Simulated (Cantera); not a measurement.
A perfectly stirred reactor is fed with CO : O2 : H2O : N2 = 0.001 : 0.058 : 0.00097 : 1 (molar parts), equivalence ratio 0.0086, at 8.39 atm; it is held at 1498 K, and followed from long to short residence time.

Model: GRI-Mech 3.0 (53 species, 325 reactions), integrated in Cantera.

Task: What does this change do: temperature 1498 to 850 K?

Result: 
| quantity | before | after |
|---|---|---|
| x(CO) at τ = 0.420 s | 1.38e-5 | 0.000943 |
| x(O2) at τ = 0.420 s | 0.0543 | 0.0547 |
| x(H2O) at τ = 0.420 s | 0.000912 | 0.000915 |
| x(OH) at τ = 0.420 s | 6.32e-6 | <1e-12 |
| x(H2) at τ = 0.420 s | 1.37e-8 | <1e-12 |
| x(CO) at τ = 13.0 ms | 0.000167 | 0.000943 |
| x(O2) at τ = 13.0 ms | 0.0543 | 0.0547 |
| x(H2O) at τ = 13.0 ms | 0.000908 | 0.000915 |
| x(OH) at τ = 13.0 ms | 1.39e-5 | <1e-12 |
| x(H2) at τ = 13.0 ms | 1.04e-7 | <1e-12 |
